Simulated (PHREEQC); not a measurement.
A solution holds 0.0016 mol/kgw Na2S and 1.3e-05 mol/kgw ZnCl2, at 25 °C. Closed to the air; pH follows from the charge balance.

Model: ion-association model, wateq4f.dat, run in PHREEQC.

```yaml
pH: 11.17
ionic_strength: 0.00323 mol/kgw
total_alkalinity: 3.20 meq/kg
```

```json
[
 {"species": "Na+", "molality": "0.00320", "activity": "0.00301", "log γ": "-0.027"},
 {"species": "OH-", "molality": "0.00157", "activity": "0.00147", "log γ": "-0.027"},
 {"species": "HS-", "molality": "0.00154", "activity": "0.00145", "log γ": "-0.027"},
 {"species": "S-2", "molality": "3.28e-5", "activity": "2.57e-5", "log γ": "-0.106"},
 {"species": "Cl-", "molality": "2.60e-5", "activity": "2.44e-5", "log γ": "-0.027"},
 {"species": "Zn(HS)2", "molality": "1.27e-5", "activity": "1.27e-5", "log γ": "0.000"},
 {"species": "Zn(HS)3-", "molality": "2.83e-7", "activity": "2.66e-7", "log γ": "-0.027"},
 {"species": "H2S", "molality": "8.60e-8", "activity": "8.60e-8", "log γ": "0.000"},
 {"species": "Zn(OH)2", "molality": "1.90e-9", "activity": "1.90e-9", "log γ": "0.000"}
]
```

Precipitation was switched off in this run. Examples of supersaturated solids here: ZnS(a), Sphalerite (slow to form). Others may be too. The polysulfide entries of wateq4f.dat were taken out for this run.
